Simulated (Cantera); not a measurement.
Input: 1 mol N2O, 8.2 mol H2, 1 mol O2, equilibrated at 86000 Pa.

These are equilibrium values from Cantera (NASA tables, ideal gas, pure condensed phases), not measurements of a reactor. Candidate condensed phases: H2O; 24 gas species. Kinetics and transport are ignored. All values below are at 1575 °C.

Base state: H2 0.565, H2O 0.326, N2 0.109, H 0.000430, OH 1.82e-5 (mole fractions); condensed: gas only.

Task: What changes in the equilibrium state with this change: H2 from 8.2 to 0.081 mol?

Result: 
```csv
species,before,after
O2,2.69e-9,0.571
N2,0.109,0.391
H2O,0.326,0.0315
H2,0.565,3.75e-6
NO,2.05e-7,0.00566
NO2,<1e-9,1.98e-5
O,1.06e-8,0.000154
H,0.000430,1.11e-6
```
